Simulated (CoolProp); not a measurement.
Vapour-liquid equilibrium of propylene (1) + n-hexane (2) at 1.36 bar; x and y are mole fractions of (1).

Computed with CoolProp (multi-fluid Helmholtz-energy mixture model, Lemmon 2013 and Thol 2019; pair parameters Bell 2016).

### Question
Give the bubble temperature and the first vapour's composition at x = 0.2, 0.35, 0.8. Is there an azeotrope?

### Answer
x = 0.2: 272.2 K, y = 0.962; x = 0.35: 258.9 K, y = 0.984; x = 0.8: 238.1 K, y = 0.999. No azeotrope shows between x = 0.05 and 0.95.

The pair parameters rest on a limited set of measurements; away from them the model extrapolates. The gap from Raoult's law changes sign with composition, which may be real or a fault of the pair parameters; it wasn't checked against measurements.
